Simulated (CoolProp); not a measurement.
Acetone along the isotherm 550 K: fugacity coefficient from the reference equation and from simpler models built on Tc = 508.1 K, pc = 4.692 MPa, ω = 0.307; each cubic takes its own stable root.

The numbers come from the reference Helmholtz-energy equation of state, Lemmon 2006 in CoolProp. It is a short technical equation, of lower accuracy than the large ones.

```
p (MPa)          phase  reference
-------  -------------  ---------
0.0742             gas     0.9953
0.125              gas     0.9921
0.211              gas     0.9866
0.357              gas     0.9774
0.602              gas     0.9621
1.02               gas     0.9364
1.71               gas     0.8949
2.89               gas     0.8265
4.88     supercritical     0.7179
8.24     supercritical     0.5500
13.9     supercritical     0.3903
23.5     supercritical     0.2959
```

### Question
How far does each simpler model (Redlich-Kwong, Soave-Redlich-Kwong, Peng-Robinson) lie from the reference over these 12 states: mean and median of the absolute difference, and the worst?

### Answer
- Redlich-Kwong: mean 2.7 %, median 0.8 %, worst +15.1 % at 550 K and 23.5 MPa
- Soave-Redlich-Kwong: mean 4.7 %, median 1.2 %, worst +23.8 % at 550 K and 23.5 MPa
- Peng-Robinson: mean 2.0 %, median 0.2 %, worst +12.2 % at 550 K and 23.5 MPa
